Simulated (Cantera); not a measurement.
An isothermal, constant-pressure homogeneous reactor starts with 37.0 % NO, 63.0 % N2, at 1825 K and 0.450 bar.

Model: GRI-Mech 3.0 (53 species, 325 reactions), integrated in Cantera.

Predict: x(NO) at 1.00 s; x(O2) at 1.00 s; x(N2) at 1.00 s; x(N2O) at 1.00 s; x(NO2) at 1.00 s.


```
Item                                                 Value
----------------  ----------------------------------------
x(NO) at 1.00 s      0.333 (gas-phase equilibrium 0.00430)
x(O2) at 1.00 s       0.0183 (gas-phase equilibrium 0.183)
x(N2) at 1.00 s        0.648 (gas-phase equilibrium 0.813)
x(N2O) at 1.00 s   4.55e-5 (gas-phase equilibrium 1.68e-7)
x(NO2) at 1.00 s  0.000170 (gas-phase equilibrium 6.41e-6)
```
